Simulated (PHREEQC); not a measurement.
Solution (20 °C): 1.3 mmol/kgw MgCl2, 0.44 mmol/kgw Na2CO3, 15 mmol/kgw NaCl and 3.6 mmol/kgw MnCl2. Closed to the air; pH follows from the charge balance.

All values are PHREEQC results (ion-association model, phreeqc.dat), not measurements.

No solid was allowed to form.

### Question
Order these Mn species by the share of Mn that they hold, largest first: MnCl+, MnOH+, MnCO3, Mn+2, MnHCO3+.

### Answer
Mn+2 (84 %), MnCO3 (10 %), MnCl+ (4.6 %), MnOH+ (1.3 %), MnHCO3+ (0.22 %)

### Question
Order these C species by the share of C that they hold, largest first: MnCO3, MgCO3, HCO3-, MnHCO3+, CO3-2.

### Answer
MnCO3 (84 %), HCO3- (12 %), MnHCO3+ (1.8 %), CO3-2 (1.2 %), MgCO3 (0.40 %)

The pH is 9.16 and the ionic strength 0.0290 mol/kgw. Saturation is exceeded, for instance for Rhodochrosite, Pyrochroite; the values hold only as long as no solid forms. Species that the database lacks are ignored.
